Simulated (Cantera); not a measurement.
An isothermal, constant-pressure homogeneous reactor starts with CH₄ : N₂ = 1 : 13 (molar parts), at 1750 K and 5000 Pa. Integrator tolerance rtol = 1e-08.

Model: GRI-Mech 3.0 (53 species, 325 reactions), integrated in Cantera. GRI-Mech 3.0 stops at C3 and has no aromatics, soot or wall deposition, so with more carbon than oxygen in the feed, carbon stays in small species such as C2H2 where larger ones or solid carbon would form.

Question: What does this change do: CH4 1 to 0.54 parts?

Answer: 
```
quantity                                              before                                      after
-----------------  -----------------------------------------  -----------------------------------------
x(CH₄) at 2.00 s    0.000275 (gas-phase equilibrium 1.22e-5)   0.000154 (gas-phase equilibrium 3.27e-6)
x(C₂H₂) at 2.00 s     0.0332 (gas-phase equilibrium 0.00833)     0.0191 (gas-phase equilibrium 0.00317)
x(H₂) at 2.00 s        0.0994 (gas-phase equilibrium 0.0998)      0.0572 (gas-phase equilibrium 0.0574)
x(C₂H) at 2.00 s     7.60e-7 (gas-phase equilibrium 1.94e-7)    5.68e-7 (gas-phase equilibrium 9.75e-8)
x(C₂H₄) at 2.00 s    5.62e-6 (gas-phase equilibrium 1.38e-6)    1.91e-6 (gas-phase equilibrium 3.02e-7)
x(H) at 2.00 s     0.000324 (gas-phase equilibrium 0.000331)  0.000242 (gas-phase equilibrium 0.000251)
```

Question: What does this change do: temperature 1750 to 1350 K?

Answer: 
| quantity | before | after |
|---|---|---|
| x(CH₄) at 2.00 s | 0.000275 (gas-phase equilibrium 1.22e-5) | 0.0709 (gas-phase equilibrium 0.000857) |
| x(C₂H₂) at 2.00 s | 0.0332 (gas-phase equilibrium 0.00833) | 3.36e-5 (gas-phase equilibrium 0.0116) |
| x(H₂) at 2.00 s | 0.0994 (gas-phase equilibrium 0.0998) | 0.000470 (gas-phase equilibrium 0.0987) |
| x(C₂H) at 2.00 s | 7.60e-7 (gas-phase equilibrium 1.94e-7) | <1e-12 (gas-phase equilibrium 2.66e-10) |
| x(C₂H₄) at 2.00 s | 5.62e-6 (gas-phase equilibrium 1.38e-6) | 0.000154 (gas-phase equilibrium 8.59e-5) |
| x(H) at 2.00 s | 0.000324 (gas-phase equilibrium 0.000331) | 2.07e-8 (gas-phase equilibrium 3.37e-6) |

Question: What does this change do: temperature 1750 to 1000 K?

Answer: 
```tsv
quantity	before	after
x(CH₄) at 2.00 s	0.000275 (gas-phase equilibrium 1.22e-5)	0.0714 (gas-phase equilibrium 0.0460)
x(C₂H₂) at 2.00 s	0.0332 (gas-phase equilibrium 0.00833)	<1e-12 (gas-phase equilibrium 0.00292)
x(H₂) at 2.00 s	0.0994 (gas-phase equilibrium 0.0998)	3.60e-10 (gas-phase equilibrium 0.0334)
x(C₂H) at 2.00 s	7.60e-7 (gas-phase equilibrium 1.94e-7)	<1e-12 (gas-phase equilibrium <1e-12)
x(C₂H₄) at 2.00 s	5.62e-6 (gas-phase equilibrium 1.38e-6)	<1e-12 (gas-phase equilibrium 0.00249)
x(H) at 2.00 s	0.000324 (gas-phase equilibrium 0.000331)	<1e-12 (gas-phase equilibrium 1.87e-9)
```
